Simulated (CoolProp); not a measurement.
Nitrogen along the isotherm -138.05 °C: Z from the reference equation and from simpler models built on Tc = -147.0 °C, pc = 3.396 MPa, ω = 0.037; each cubic takes its own stable root.

Computed with CoolProp (reference Helmholtz-energy equation of state, Span 2000).

```tsv
p (MPa)	phase	reference
0.0161	gas	0.9987
0.0243	gas	0.9981
0.0367	gas	0.9971
0.0553	gas	0.9956
0.0834	gas	0.9933
0.126	gas	0.9899
0.19	gas	0.9848
0.286	gas	0.9769
0.432	gas	0.9649
0.652	gas	0.9464
0.983	gas	0.9175
1.48	gas	0.8719
2.24	gas	0.7950
3.38	gas	0.6544
5.09	supercritical	0.3675
```

How far does each simpler model (van der Waals, Soave-Redlich-Kwong) lie from the reference over these 15 states: mean and median of the absolute difference, and the worst?


- van der Waals: mean 0.8 %, median 0.2 %, worst +8.5 % at -138.05 °C and 5.09 MPa
- Soave-Redlich-Kwong: mean 0.8 %, median 0.1 %, worst +10.0 % at -138.05 °C and 5.09 MPa
